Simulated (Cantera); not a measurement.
Input: 1 mol SiH₂Cl₂, 0.14 mol Cl₂, 900 mol H₂, held at 1177 °C and 28.0 mbar.

Equilibrium computed with Cantera from the NASA thermochemical tables; the gas is ideal and each condensed phase is pure. Candidate condensed phases: Si; 19 gas species. Rates play no part.

Base state: H₂ 0.997, HCl 0.00249, H 5.64e-5, SiCl₂ 1.92e-5 (mole fractions); condensed: Si(s).

Q: What changes in the equilibrium state with this change: SiH₂Cl₂ replaced by Si₂Cl₆?

A: 
```csv
species,before,after
H₂,0.997,0.993
HCl,0.00249,0.00667
SiCl₂,1.92e-5,0.000138
H,5.64e-5,5.63e-5
"Si(s), mol",0.982,1.87
```
The feed counts by its element totals alone.

Q: What changes in the equilibrium state with this change: SiH₂Cl₂ replaced by SiHCl₃?

A: 
| species | before | after |
|---|---|---|
| H₂ | 0.997 | 0.996 |
| HCl | 0.00249 | 0.00356 |
| H | 5.64e-5 | 5.64e-5 |
| SiCl₂ | 1.92e-5 | 3.92e-5 |
| Si(s), mol | 0.982 | 0.964 |

Q: What changes in the equilibrium state with this change: Cl₂ from 0.14 to 0.48 mol?

A: 
```csv
species,before,after
H₂,0.997,0.997
HCl,0.00249,0.00322
H,5.64e-5,5.64e-5
SiCl₂,1.92e-5,3.20e-5
"Si(s), mol",0.982,0.970
```
